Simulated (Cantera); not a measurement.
Input: 1 mol C₂F₆, 0.87 mol F₂, 0.84 mol HCl, held at 898 K and 750 Torr.

Cantera equilibrium calculation (NASA polynomials, part measured and part estimated; ideal gas, pure solids and liquids). The feed counts by its element totals alone. Condensed phases not in the tables: fluorocarbon polymer. Gases not in the tables: C₂F₆ and larger saturated fluorocarbons. The numbers say what is thermodynamically allowed, not how fast it happens.

| species | before | after |
|---|---|---|
| HF | 0.0742 | 0.612 |
| HCl | 0.225 | 0.255 |
| CF₄ | 0.653 | 0.132 |
| Cl₂ | 0.0247 | 0.000211 |
| CClF₃ | 0.0222 | 0.000620 |
| CCl₄ | 1.43e-5 | 1.04e-9 |
| CCl₃F | 6.07e-5 | 3.21e-8 |
| CCl₂F₂ | 0.00112 | 4.31e-6 |
| H₂F₂ | 3.23e-7 | 2.20e-5 |
| Cl | 1.12e-5 | 1.04e-6 |
| C(graphite), mol | 0.0997 | 0.565 |
Gas species are given as mole fractions.

Question: Which change was made?
(A) C₂F₆ replaced by CH₂F₂
(B) temperature from 898 K to 1573 K
(C) HCl from 0.84 to 0.055 mol
(D) pressure from 750 Torr to 1.35 Torr

Answer: A, C₂F₆ replaced by CH₂F₂
